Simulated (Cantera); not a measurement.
Cantera run:

```python
import numpy as np
import cantera as ct

gas_names = """
    CL CLO CL2 H HCL HOCL HO2 H2 H2O H2O2 O OH O2 O3 Ti TiCL TiCL2 TiCL3 TiCL4 TiO TiOCL TiOCL2 TiO2
""".split()
cond_names = """
    H2O(s) H2O(L) Ti(a) Ti(b) Ti(L) TiCL2(s) TiCL3(s) TiCL4(L) TiO(a) TiO(b) TiO(L) TiO2(ru) TiO2(L)
    Ti2O3(a) Ti2O3(b) Ti2O3(L) Ti3O5(a) Ti3O5(b) Ti3O5(L) Ti4O7(s) Ti4O7(L)
""".split()


# ... load() reads the species with a 1 bar reference pressure and builds the phases ...
atoms = {
    'TiCl4': {'Ti': 1, 'CL': 4},
    'H2O': {'H': 2, 'O': 1},
}
top_T = {'TiCL2(s)': 1300, 'TiCL3(s)': 1000}  # K; cautious upper limits of use, not melting points


# ... equilibrate(T, P, feed) seeds the gas with the atoms and calls Mixture.equilibrate('TP', solver="vcs", rtol=1e-11, max_steps=5000) ...
results = []
feed = {'TiCl4': 1, 'H2O': 21}  # mol
P = 11  # Pa
for T in [1500, 1550, 1600, 1650, 1700, 1750, 1800, 1850, 1900, 1950, 2000]:
    mix = equilibrate(T, P, feed)
    results.append((T, P, feed, dict(zip(mix.species_names, mix.species_moles))))

top = {s: max(r[3][s] / sum(r[3][g] for g in gas_names) for r in results) for s in gas_names}
cols = sorted((s for s in top if top[s] > 0.0001), key=lambda s: -top[s])[:8]
seen = [c for c in cond_names if any(r[3].get(c, 0) > 1e-12 for r in results)]
print("log10 of partial pressures in bar; condensed amounts in mol")
print(f"{'T/K':>10s}" + "".join(f"{s[:9]:>10s}" for s in cols + seen))
for T, P, feed, n in results:
    ng = sum(n[g] for g in gas_names)
    print(f"{T:10.4g}" + "".join(f"{np.log10(max(n[s] / ng * P / 1e5, 1e-99)):10.3f}" for s in cols)
          + "".join(f"{n.get(c, 0):10.4g}" for c in seen))
```

It prints:

```
log10 of partial pressures in bar; condensed amounts in mol
       T/K       H2O       HCL        H2         H        CL        O2        OH         O  TiO2(ru)
      1500    -4.045    -4.729    -6.322    -7.915    -6.416    -6.892    -7.182    -8.838         1
      1550    -4.046    -4.733    -6.141    -7.572    -6.262    -6.695    -6.951    -8.454         1
      1600    -4.049    -4.739    -5.971    -7.250    -6.120    -6.511    -6.735    -8.094         1
      1650    -4.052    -4.747    -5.813    -6.948    -5.988    -6.339    -6.532    -7.756         1
      1700    -4.057    -4.758    -5.665    -6.664    -5.866    -6.178    -6.343    -7.439    0.9999
      1750    -4.064    -4.771    -5.527    -6.397    -5.754    -6.028    -6.166    -7.140    0.9998
      1800    -4.074    -4.788    -5.399    -6.146    -5.650    -5.887    -6.001    -6.859    0.9992
      1850    -4.087    -4.809    -5.281    -5.909    -5.556    -5.757    -5.847    -6.593    0.9976
      1900    -4.105    -4.835    -5.173    -5.687    -5.471    -5.636    -5.705    -6.343     0.993
      1950    -4.130    -4.867    -5.075    -5.478    -5.396    -5.526    -5.575    -6.108    0.9807
      2000    -4.163    -4.907    -4.989    -5.283    -5.330    -5.427    -5.458    -5.888    0.9492
```

Method: chemical equilibrium by Gibbs-energy minimisation in Cantera with the NASA 1993 tables (ideal gas, pure condensed phases).
